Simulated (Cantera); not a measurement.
Input (Python, Cantera) and output of one run.

```python
import numpy as np
import cantera as ct

gas_names = [...]  # 109 gases of nasa_gas.yaml made of C, Cl, H, Si
cond_names = """
    C(gr) C6H6(L) C7H8(L) C8H18(L),n-octa Si(cr) Si(L) SiC(b)
""".split()


# ... load() reads the species with a 1 bar reference pressure and builds the phases ...
atoms = {
    '(CH3)2SiCl2': {'C': 2, 'H': 6, 'Si': 1, 'CL': 2},
    'C2H4': {'C': 2, 'H': 4},
    'H2': {'H': 2},
}
top_T = {'C(gr)': 4500, 'SiC(b)': 3050}  # K; cautious upper limits of use, not melting points


# ... equilibrate(T, P, feed) seeds the gas with the atoms and calls Mixture.equilibrate('TP', solver="gibbs", rtol=1e-10, max_steps=50000) ...
results = []
T = 975  # K
P = 13332.2  # Pa
for m in [1.8, 4.3, 11, 26, 64, 160, 390]:
    feed = {'(CH3)2SiCl2': 1, 'C2H4': 0.08, 'H2': m}  # mol
    mix = equilibrate(T, P, feed)
    results.append((T, P, feed, dict(zip(mix.species_names, mix.species_moles))))

top = {s: max(r[3][s] / sum(r[3][g] for g in gas_names) for r in results) for s in gas_names}
cols = sorted((s for s in top if top[s] > 1e-06), key=lambda s: -top[s])[:8]
seen = [c for c in cond_names if any(r[3].get(c, 0) > 1e-12 for r in results)]
print("log10 of partial pressures in bar; condensed amounts in mol")
print(f"{'n(H2)':>10s}" + "".join(f"{s[:9]:>10s}" for s in cols + seen))
for T, P, feed, n in results:
    ng = sum(n[g] for g in gas_names)
    print(f"{feed['H2']:10.4g}" + "".join(f"{np.log10(max(n[s] / ng * P / 1e5, 1e-99)):10.3f}" for s in cols)
          + "".join(f"{n.get(c, 0):10.4g}" for c in seen))
```

Result:

```
log10 of partial pressures in bar; condensed amounts in mol
     n(H2)        H2       HCL     SiCL4       CH4    SiHCL3     SiCL3   SiH2CL2     SiCL2     C(gr)    SiC(b)
       1.8    -0.959    -1.883    -2.072    -2.819    -3.392    -4.815    -5.691    -6.105     1.466    0.6314
       4.3    -0.941    -1.928    -2.290    -2.784    -3.546    -4.978    -5.782    -6.214     1.388    0.6732
        11    -0.922    -2.019    -2.694    -2.744    -3.839    -5.281    -5.964    -6.416     1.201    0.7598
        26    -0.907    -2.164    -3.303    -2.714    -4.288    -5.738    -6.254    -6.721    0.8536    0.8775
        64    -0.895    -2.423    -4.363    -2.690    -5.078    -6.533    -6.772    -7.251    0.1589    0.9737
       160    -0.884    -2.791    -5.503    -3.021    -5.839    -7.300    -7.155    -7.644         0    0.9942
       390    -0.879    -3.170    -6.635    -3.404    -6.587    -8.050    -7.518    -8.013         0    0.9984
```

Equilibrium computed with Cantera from the NASA thermochemical tables; the gas is ideal and each condensed phase is pure. The feed counts by its element totals alone. The tables' values for SiCl3 are old estimates; treat these amounts as uncertain.
